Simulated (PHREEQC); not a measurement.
Consider water at 25 °C with 18 mmol/kgw KH2PO4 and 110 mmol/kgw H2SO4. Closed to the air; pH follows from the charge balance.

Computed with PHREEQC (ion-association model, phreeqc.dat).

No solid was allowed to form.

Task: Order these S species by the share of S that they hold, largest first: KSO4-, HSO4-, SO4-2.

Result: HSO4- (79 %), SO4-2 (20 %), KSO4- (0.75 %)

The pH is 1.02 and the ionic strength 0.156 mol/kgw. Complexes and solids missing from the database can't appear.
